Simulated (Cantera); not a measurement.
Feed: 1 mol SiH4, 16 mol H2O, 23 mol H2, held at 752 °C and 1.00 bar.

These are equilibrium values from Cantera (NASA tables, ideal gas, pure condensed phases), not measurements of a reactor. Candidate condensed phases: H2O, Si, SiO2; 18 gas species. The numbers say what is thermodynamically allowed, not how fast it happens.

### Question
What is the equilibrium state?

### Answer
```
Item                                  Value
--------------------------------  ---------
x(H2)                                 0.659
x(H2O)                                0.341
n(SiO2(β-quartz))                  1.00 mol
gas amount                        41.00 mol
log10 activity of Si(s) (absent)     -16.93
```
